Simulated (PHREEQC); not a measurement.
Solution (25 °C): 42 mmol/kgw KOH, 24 mmol/kgw CO2 and 1.5 mmol/kgw Na2CO3. Closed to the air; pH follows from the charge balance.

Equilibrium calculation in PHREEQC: Pitzer model, pitzer.dat.

Q: The ionic strength comes out as 0.0641 mol/kgw. What activity coefficients do K+, Na+, HCO3-, OH-, CO3-2 get?

A: K+ 0.79, Na+ 0.80, HCO3- 0.80, OH- 0.81, CO3-2 0.43. Single-ion values are on the MacInnes scale.

No solid was allowed to form.
